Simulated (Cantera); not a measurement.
Input (Python, Cantera) and output of one run.

```python
import numpy as np
import cantera as ct

gas_names = """
    C2H6 H2S C3H8
""".split()
cond_names = """
    NiS(b) NiS(a) NiS(L) Ni(cr) Ni(L)
""".split()


# ... load() reads the species with a 1 bar reference pressure and builds the phases ...
species = {s.name: s for s in load("nasa_gas.yaml", gas_names) + load("nasa_condensed.yaml", cond_names)}
# Each term lists the table entries of one substance; the one whose range holds T is used.
reactions = {
    '3 C2H6(g) + NiS = Ni + H2S(g) + 2 C3H8(g)':
        [(-3, ['C2H6']), (-1, ['NiS(b)', 'NiS(a)', 'NiS(L)']), (1, ['Ni(cr)', 'Ni(L)']), (1, ['H2S']), (2, ['C3H8'])],
}


def pick(names, T):
    return next(species[n] for n in names if species[n].thermo.min_temp <= T <= species[n].thermo.max_temp)


results = []
for label, terms in reactions.items():
    print(label)
    print("     T/K   dH/kJ  dS/(J/K)   dG/kJ   log10 K")
    for T in [1175, 1225, 1275, 1325, 1375, 1425, 1475, 1525, 1575, 1625, 1675]:
        used = [(nu, pick(names, T)) for nu, names in terms]
        dH = sum(nu * s.thermo.h(T) for nu, s in used) / 1e6
        dS = sum(nu * s.thermo.s(T) for nu, s in used) / 1e3
        dG = dH - T * dS / 1e3
        logK = -dG * 1e6 / (ct.gas_constant * T * np.log(10))
        results.append((label, T, dH, dS, dG, logK, [s.name for _, s in used]))
        print(f"{T:8g} {dH:8.1f} {dS:8.1f} {dG:8.1f} {logK:8.2f}")
```

Result:

```
3 C2H6(g) + NiS = Ni + H2S(g) + 2 C3H8(g)
     T/K   dH/kJ  dS/(J/K)   dG/kJ   log10 K
    1175    104.8     30.3     69.3    -3.08
    1225    104.4     29.9     67.8    -2.89
    1275     73.6      5.3     66.9    -2.74
    1325     72.8      4.6     66.7    -2.63
    1375     72.1      4.1     66.5    -2.52
    1425     71.3      3.5     66.3    -2.43
    1475     70.5      3.0     66.1    -2.34
    1525     69.8      2.5     66.0    -2.26
    1575     69.1      2.0     65.9    -2.18
    1625     68.4      1.6     65.8    -2.11
    1675     67.7      1.2     65.7    -2.05
```

Cantera with NASA thermochemical tables; ideal gases at 1 bar, condensed phases pure. Condensed species are held in their standard states even where they would react or evaporate.
